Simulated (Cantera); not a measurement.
# Ignition delay

Mixture: CH₄ : O₂ : N₂ : H₂O = 1 : 2.3 : 8.97 : 1.1 (molar parts), equivalence ratio 0.87, at 1000000 Pa, adiabatic and at constant volume. Ignition delay is the time to a rise of 400 K.

Detailed kinetics in Cantera: GRI-Mech 3.0 (53 species, 325 reactions).

| T0 (K) | delay (ms) |
|---|---|
| 1125 | 11.8 |
| 1200 | 4.54 |
| 1275 | 1.92 |
| 1350 | 0.865 |
| 1425 | 0.407 |
| 1500 | 0.198 |
| 1575 | 0.0993 |

```json
{
  "apparent activation energy between 1425 and 1575 K": "180 kJ/mol"
}
```
